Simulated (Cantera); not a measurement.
Thermodynamics of chlorosilane synthesis and conversion, feed SiCl₄ + H₂

Input: 1 mol SiCl₄, 8.8 mol H₂, at 1127 °C.

Equilibrium computed with Cantera from the NASA thermochemical tables; the gas is ideal and each condensed phase is pure. Candidate condensed phases: Si; 19 gas species. The tables' values for SiCl₃ are old estimates; treat these amounts as uncertain. Rates play no part.

| P (Pa) | x H₂ | x HCl | x SiCl₂ | x SiCl₄ | x SiHCl₃ | x SiCl₃ | x SiH₂Cl₂ | x SiH₃Cl |
|---|---|---|---|---|---|---|---|---|
| 10000 | 0.766 | 0.139 | 0.0587 | 0.0155 | 0.00606 | 0.0147 | 0.000356 | 6.01e-6 |
| 23000 | 0.781 | 0.123 | 0.0477 | 0.0222 | 0.01000 | 0.0158 | 0.000678 | 1.32e-5 |
| 51000 | 0.795 | 0.107 | 0.0369 | 0.0285 | 0.0150 | 0.0158 | 0.00119 | 2.70e-5 |
| 120000 | 0.809 | 0.0923 | 0.0261 | 0.0345 | 0.0214 | 0.0146 | 0.00200 | 5.38e-5 |
| 260000 | 0.819 | 0.0815 | 0.0175 | 0.0388 | 0.0276 | 0.0127 | 0.00295 | 9.09e-5 |
| 590000 | 0.826 | 0.0732 | 0.0105 | 0.0420 | 0.0336 | 0.0102 | 0.00404 | 0.000140 |
| 1300000 | 0.831 | 0.0680 | 0.00581 | 0.0442 | 0.0382 | 0.00777 | 0.00496 | 0.000186 |
| 3000000 | 0.834 | 0.0649 | 0.00287 | 0.0456 | 0.0415 | 0.00555 | 0.00568 | 0.000224 |
x: gas mole fraction; nothing condenses.

From 75.0 Torr to 22500 Torr nothing is condensed. The main Si-bearing gas is SiCl₂ at 75.0 Torr and SiCl₄ at 22500 Torr.
